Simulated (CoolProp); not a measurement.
Vapour-liquid equilibrium of m-xylene (1) + n-undecane (2) at 426.5 K; x and y are mole fractions of (1).

Values from CoolProp's multi-fluid Helmholtz-energy mixture model, Zhou 2012 and Aleksandrov 2011; pair parameters Bell 2016.

| x | bubble pressure, mixture model (bar) | bubble pressure, Raoult's law (bar) | y, mixture model | y, Raoult's law |
|---|---|---|---|---|
| 0.05 | 0.3675 | 0.3720 | 0.183 | 0.197 |
| 0.15 | [?] | 0.4870 | 0.427 | 0.451 |
| 0.25 | [?] | 0.6020 | 0.585 | 0.608 |
| 0.35 | [?] | 0.7170 | 0.695 | 0.715 |
| 0.45 | 0.8032 | 0.8320 | [?] | 0.792 |
| 0.55 | 0.9183 | 0.9471 | 0.840 | 0.851 |
| 0.65 | 1.036 | 1.062 | 0.890 | 0.896 |
| 0.75 | [?] | 1.177 | 0.930 | 0.933 |
| 0.85 | 1.280 | 1.292 | 0.962 | 0.963 |
| 0.95 | 1.403 | 1.407 | 0.989 | 0.989 |

Problem. Fill in the missing entries.

Solution. 
- 0.15, bubble pressure, mixture model (bar): 0.4738
- 0.25, bubble pressure, mixture model (bar): 0.5813
- 0.35, bubble pressure, mixture model (bar): 0.6909
- 0.45, y, mixture model: 0.777
- 0.75, bubble pressure, mixture model (bar): 1.157

The largest gap from Raoult's law is -3.6 % in bubble pressure, at x = 0.35. No azeotrope shows between x = 0.05 and 0.95.

The pair parameters rest on a limited set of measurements; away from them the model extrapolates.
